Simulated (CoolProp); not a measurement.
Saturation properties of CHF3 (R23) (Tc = 299.3 K, pc = 4832 kPa, ω = 0.263).

Model: reference Helmholtz-energy equation of state, Penoncello 2003, in CoolProp.

| T (K) | p (kPa) | vapour density (kg/m³) | liquid viscosity (µPa s) | liquid conductivity (mW/(m K)) |
|---|---|---|---|---|
| 135.2 | 0.7855 | 0.04903 | 1080 | 216 |
| 141.7 | 1.744 | 0.1040 | 882 | 201 |
| 148.1 | 3.535 | 0.2021 | 738 | 189 |
| 154.6 | 6.760 | 0.3711 | 626 | 178 |
| 161.1 | 12.16 | 0.6430 | 538 | 168 |
| 167.5 | 20.59 | 1.052 | 469 | 160 |
| 174 | 33.57 | 1.660 | 412 | 152 |
| 180.5 | 52.53 | 2.522 | 366 | 145 |
| 186.9 | 78.83 | 3.685 | 327 | 139 |
| 193.4 | 115.3 | 5.265 | 294 | 133 |
| 199.9 | 164.0 | 7.333 | 266 | 128 |

It boils at 191.1 K under 1 atm.

Viscosity comes from a separate model (Shan 2000). Thermal conductivity comes from a separate model (Shan 2000).
